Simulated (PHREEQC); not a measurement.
A column of 0.5 m (30 cells, dispersivity 0.018 m, 720 s a shift, diffusion coefficient 3e-10 m²/s) holds 0.11 eq of the database's cation exchanger X per kg of pore water, first in equilibrium with 4.3 mmol/kgw MnCl2 and 0.01 mmol/kgw HCl. It is flushed with 0.092 mol NH4Cl, 0.0071 mol NaCl and 1e-05 mol HCl per kg of water, at 15 °C. Values are for the last cell. No CO2 enters from the air. Precipitation was switched off in this run.

Equilibrium calculation in PHREEQC: ion-association model, phreeqc.dat.

```csv
pore volumes,NH4 in solution (mol/kgw),Na in solution (mol/kgw),Mn in solution (mol/kgw),Cl in solution (mol/kgw)
0,0,0,0.00430,0.00861
0.6833,9.61e-9,2.36e-5,0.00867,0.0174
1.35,0.00477,0.00446,0.0402,0.0897
1.85,0.0303,…,0.0307,0.0985
2.517,0.0688,0.00711,…,0.0991
3.183,0.0862,0.00711,0.00290,0.0991
3.683,0.0902,0.00710,0.000891,0.0991
4.35,0.0917,0.00710,…,0.0991
5.017,0.0919,0.00710,3.00e-5,0.0991
```

**Question.** What belongs in the gaps?

**Answer.** 
- 1.85, Na in solution (mol/kgw): 0.00667
- 2.517, Mn in solution (mol/kgw): 0.0116
- 4.35, Mn in solution (mol/kgw): 0.000169

Species that the database lacks are ignored.
